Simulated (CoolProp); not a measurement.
Vapour-liquid equilibrium of R21 (1) + methanol (2) at 412.5 K; x and y are mole fractions of (1).

Values from CoolProp's multi-fluid Helmholtz-energy mixture model, Platzer 1990 and de Reuck 1993; pair parameters Bell 2016. This equation is an older, rougher fit; its heat capacities, sound speeds and derivatives of the liquid may be far off and weren't checked against measurements.

Give the bubble pressure and the first vapour's composition at x = 0.2, 0.65, 0.8. Is there an azeotrope?

x = 0.2: 24.54 bar, y = 0.538; x = 0.65: 27.55 bar, y = 0.685; x = 0.8: 27.97 bar, y = 0.803. y crosses x between x = 0.8 and 0.95: the model has an azeotrope there.

Pair parameters are fitted to limited data, so mixtures are less certain than the pure fluids. With so large a gap from Raoult's law the liquid may split in two, which this calculation doesn't test in full.
